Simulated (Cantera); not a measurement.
Cantera run, input and output.

```python
import numpy as np
import cantera as ct

gas = ct.Solution("gri30.yaml")


def delay(T, t_max=10):
    gas.TPX = T, 34000, {'CH4': 1, 'C2H6': 0.079, 'O2': 2.35, 'N2': 8.82}
    reactor = ct.IdealGasConstPressureReactor(gas, clone=False)
    net = ct.ReactorNet([reactor])
    net.rtol, net.atol = 1e-8, 1e-16
    while net.time < t_max:
        t_old, T_old = net.time, reactor.T
        net.step()
        if reactor.T > T + 400:  # ignition: a rise of 400 K
            return t_old + (T + 400 - T_old) / (reactor.T - T_old) * (net.time - t_old)
    return np.nan


taus = []
for T in [1150, 1200, 1250, 1300, 1350, 1400, 1450, 1500]:
    taus.append(delay(T))
    print(f"T0 = {T:6g} K   tau = {taus[-1]:.4e} s")
```

It prints:

```
T0 =   1150 K   tau = 3.0160e-02 s
T0 =   1200 K   tau = 1.6166e-02 s
T0 =   1250 K   tau = 8.8953e-03 s
T0 =   1300 K   tau = 4.9959e-03 s
T0 =   1350 K   tau = 2.8661e-03 s
T0 =   1400 K   tau = 1.6883e-03 s
T0 =   1450 K   tau = 1.0279e-03 s
T0 =   1500 K   tau = 6.5052e-04 s
```

Detailed kinetics in Cantera: GRI-Mech 3.0 (53 species, 325 reactions).
